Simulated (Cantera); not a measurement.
A closed system holds: 1 mol SiH₂Cl₂, 1400 mol H₂, at 0.210 bar.

Equilibrium computed with Cantera from the NASA thermochemical tables; the gas is ideal and each condensed phase is pure. Candidate condensed phases: Si; 19 gas species. Gases not in the tables: Si₂H₆ and higher silanes. Rates play no part.

log p: log10 of the partial pressure in bar; n: condensed amount in mol.

| T (°C) | log p H₂ | log p H | log p HCl | log p Si | log p SiH₂ | n Si(s) | n Si(l) |
|---|---|---|---|---|---|---|---|
| 652 | -0.68 | -9.92 | -3.65 | <-12 | -11.73 | 0.833 | 0 |
| 752 | -0.68 | -8.70 | -3.54 | <-12 | -10.40 | 0.968 | 0 |
| 852 | -0.68 | [?] | -3.53 | <-12 | [?] | 0.989 | 0 |
| 952 | -0.68 | [?] | -3.53 | [?] | [?] | 0.991 | 0 |
| 1052 | -0.68 | -6.13 | -3.53 | -10.03 | -7.61 | 0.991 | 0 |
| 1152 | -0.68 | -5.51 | -3.53 | -8.79 | -6.94 | 0.990 | 0 |
| 1252 | -0.68 | -4.97 | -3.53 | -7.72 | -6.37 | 0.987 | 0 |
| 1352 | -0.68 | -4.49 | -3.53 | -6.79 | -5.86 | 0.978 | 0 |
| 1452 | -0.68 | -4.07 | -3.53 | -5.99 | -5.44 | 0 | 0.954 |
| 1552 | -0.68 | -3.70 | -3.53 | -5.34 | -5.13 | 0 | 0.894 |
| 1652 | -0.68 | -3.36 | -3.53 | -4.76 | -4.85 | 0 | 0.731 |
| 1752 | -0.68 | -3.06 | -3.53 | -4.23 | -4.59 | 0 | 0.301 |
| 1852 | -0.68 | -2.78 | -3.53 | -4.01 | -4.61 | 0 | 0 |
| 1952 | -0.68 | -2.53 | -3.53 | -3.96 | -4.79 | 0 | 0 |

Task: Fill in the missing entries.

Result: 
- 952, log p H: -6.85
- 952, log p Si: -11.46
- 952, log p SiH₂: -8.39
- 852, log p H: -7.69
- 852, log p SiH₂: -9.30
